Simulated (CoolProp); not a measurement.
n-perfluorohexane along the isotherm 176.85 °C: density (kg/m³) from the reference equation and from simpler models built on Tc = 174.9 °C, pc = 1.742 MPa, ω = 0.497; each cubic takes its own stable root.

Model: reference Helmholtz-energy equation of state, Gao 2022, in CoolProp.

| p (MPa) | phase | reference | ideal gas | Peng-Robinson |
|---|---|---|---|---|
| 0.067 | gas | 6.136 | 6.053 | 6.142 |
| 0.134 | gas | … | 12.11 | 12.47 |
| 0.201 | gas | 18.94 | 18.16 | … |
| 0.268 | gas | 25.63 | 24.21 | 25.74 |
| 0.335 | gas | … | 30.27 | 32.70 |
| 0.402 | gas | 39.68 | 36.32 | 39.92 |
| 0.469 | gas | 47.07 | 42.37 | 47.40 |
| 0.536 | gas | 54.75 | 48.43 | 55.17 |
| 0.603 | gas | 62.73 | 54.48 | … |
| 0.67 | gas | 71.06 | 60.53 | 71.69 |
| 0.737 | gas | 79.76 | 66.59 | 80.50 |
| 0.804 | gas | 88.88 | 72.64 | 89.74 |
| 0.871 | gas | 98.48 | 78.69 | 99.45 |

Question: Fill in the missing entries.

Answer: 
- 0.134, reference: 12.44
- 0.201, Peng-Robinson: 19.00
- 0.335, reference: 32.54
- 0.603, Peng-Robinson: 63.25
